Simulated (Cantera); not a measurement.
# Equilibrium for calcination and drying: CaCO3 + H2

Charge: 1 mol CaCO3, 1.9 mol H2, held at 0.00380 bar.

Method: chemical equilibrium by Gibbs-energy minimisation in Cantera with the NASA 1993 tables (ideal gas, pure condensed phases). Candidate condensed phases: C, C6H6, C7H8, C8H18, Ca, CaCO3, CaO, Ca(OH)2, H2O; 115 gas species. Kinetics and transport are ignored.

```json
[
 {"T (°C)": "1402", "x H2": "0.373", "x CO": "0.281", "x H2O": "0.281", "x CO2": "0.0637", "x H": "0.00115", "x OH": "4.19e-5", "x O": "1.04e-7", "x Ca": "7.29e-8", "n CaO(s)": "1.000"},
 {"T (°C)": "1452", "x H2": "0.371", "x CO": "0.283", "x H2O": "0.283", "x CO2": "0.0614", "x H": "0.00183", "x OH": "7.72e-5", "x O": "3.03e-7", "x Ca": "2.22e-7", "n CaO(s)": "1.000"},
 {"T (°C)": "1502", "x H2": "0.368", "x CO": "0.285", "x H2O": "0.285", "x CO2": "0.0593", "x H": "0.00285", "x OH": "0.000137", "x O": "8.30e-7", "x Ca": "6.31e-7", "n CaO(s)": "1.000"},
 {"T (°C)": "1552", "x H2": "0.365", "x CO": "0.287", "x H2O": "0.286", "x CO2": "0.0574", "x H": "0.00432", "x OH": "0.000237", "x O": "2.15e-6", "x Ca": "1.69e-6", "n CaO(s)": "1.000"},
 {"T (°C)": "1602", "x H2": "0.362", "x CO": "0.288", "x H2O": "0.288", "x CO2": "0.0556", "x H": "0.00640", "x OH": "0.000396", "x O": "5.30e-6", "x Ca": "4.31e-6", "n CaO(s)": "1.000"},
 {"T (°C)": "1652", "x H2": "0.359", "x CO": "0.289", "x H2O": "0.288", "x CO2": "0.0540", "x H": "0.00929", "x OH": "0.000646", "x O": "1.25e-5", "x Ca": "1.04e-5", "n CaO(s)": "1.000"},
 {"T (°C)": "1702", "x H2": "0.355", "x CO": "0.290", "x H2O": "0.289", "x CO2": "0.0525", "x H": "0.0132", "x OH": "0.00103", "x O": "2.81e-5", "x Ca": "2.40e-5", "n CaO(s)": "1.000"},
 {"T (°C)": "1752", "x H2": "0.350", "x CO": "0.290", "x H2O": "0.288", "x CO2": "0.0512", "x H": "0.0185", "x OH": "0.00159", "x O": "6.10e-5", "x Ca": "5.30e-5", "n CaO(s)": "1.000"},
 {"T (°C)": "1802", "x H2": "0.344", "x CO": "0.290", "x H2O": "0.287", "x CO2": "0.0499", "x H": "0.0254", "x OH": "0.00242", "x O": "0.000128", "x Ca": "0.000112", "n CaO(s)": "0.999"},
 {"T (°C)": "1852", "x H2": "0.338", "x CO": "0.289", "x H2O": "0.286", "x CO2": "0.0487", "x H": "0.0342", "x OH": "0.00359", "x O": "0.000258", "x Ca": "0.000230", "n CaO(s)": "0.999"},
 {"T (°C)": "1902", "x H2": "0.330", "x CO": "0.288", "x H2O": "0.282", "x CO2": "0.0475", "x H": "0.0455", "x OH": "0.00523", "x O": "0.000506", "x Ca": "0.000453", "n CaO(s)": "0.998"}
]
```
x: gas mole fraction; n: condensed amount in mol.

From 1402 °C to 1902 °C the condensed part is CaO(s). The main Ca-bearing gas is Ca(OH)2 at 1402 °C and Ca at 1902 °C.
